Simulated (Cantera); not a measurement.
Charge: 1 mol Hg, 0.62 mol O2, 29 mol H2.

These are equilibrium values from Cantera (NASA tables, ideal gas, pure condensed phases), not measurements of a reactor. Candidate condensed phases: H2O, Hg, HgO; 10 gas species. Equilibrium is a limit: real reactors are often held back by kinetics, nucleation or transport.

Stable condensed phases, one row left out:

```
T in °C \ P in Pa
              10      42     180     750    3200   13000   56000  240000 1000000
    477        A       A       A       A       A       A       A       A       A
    452        A       A       A       A       A       A       A       A       A
    427        A       A       A       A       A       A       A       A       A
    402        A       A       A       A       A       A       A       A       A
    377        A       A       A       A       A       A       A       A       A
    352        A       A       A       A       A       A       A       A       A
    327        A       A       A       A       A       A       A       A       A
    302        A       A       A       A       A       A       A       A       A
    277        A       A       A       A       A       A       A       A       B
    252        A       A       A       A       A       A       A       A       B
    227        A       A       A       A       A       A       A       B       B
    177        A       A       A       A       A       A       B       B       B
```

A: gas only; B: Hg.

Give the row for 202 °C.

10: gas only; 42: gas only; 180: gas only; 750: gas only; 3200: gas only; 13000: gas only; 56000: gas only; 240000: Hg; 1000000: Hg.
